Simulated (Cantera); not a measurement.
An isothermal, constant-pressure homogeneous reactor starts with NH₃ : N₂ = 1 : 0.046 (molar parts), at 1625 K and 750 Torr.

Cantera simulation using the gas-phase N/H chemistry of the illustrative SiF4/NH3 mechanism in the Surface Chemkin manual (1991); the numbers are that mechanism's predictions, not measurements. Walls and surfaces, which speed up NH3 decomposition in real reactors, are not modelled.

x: mole fraction; the columns are a selection and need not sum to one.

```csv
t (s),x NH₃,x N₂H₄,x H,x NH,x N₂,x H₂,x N₂H₂
0.000300,0.956,2.92e-8,8.36e-9,…,0.0440,2.07e-5,7.49e-8
0.000917,0.956,1.87e-7,1.73e-8,…,0.0440,9.25e-5,5.32e-7
0.00280,0.955,3.20e-7,4.43e-8,2.63e-7,0.0441,0.000484,9.32e-7
0.00857,0.954,3.20e-7,1.14e-7,2.69e-7,0.0445,0.00177,9.34e-7
0.0262,0.948,3.14e-7,3.26e-7,2.82e-7,0.0457,0.00570,9.23e-7
0.0801,0.933,3.01e-7,9.57e-7,…,0.0493,0.0175,8.90e-7
0.245,0.889,2.72e-7,2.78e-6,3.47e-7,0.0596,0.0514,7.99e-7
0.749,0.775,2.17e-7,7.65e-6,3.59e-7,0.0861,0.139,5.98e-7
2.29,0.551,1.27e-7,1.84e-5,…,0.138,0.310,3.06e-7
7.00,0.282,4.26e-8,3.47e-5,…,0.201,0.517,8.95e-8
21.4,0.105,7.44e-9,4.93e-5,…,0.242,0.653,1.46e-8
65.4,0.0334,8.60e-10,5.69e-5,…,0.259,0.707,1.65e-9
200,0.0105,8.83e-11,5.97e-5,…,0.264,0.725,1.69e-10
```

Q: Some entries are withheld; supply them.

A: 
- 0.000300, x NH: 3.27e-8
- 0.000917, x NH: 1.69e-7
- 0.0801, x NH: 3.11e-7
- 2.29, x NH: 3.16e-7
- 7.00, x NH: 2.12e-7
- 21.4, x NH: 1.00e-7
- 65.4, x NH: 3.65e-8
- 200, x NH: 1.20e-8
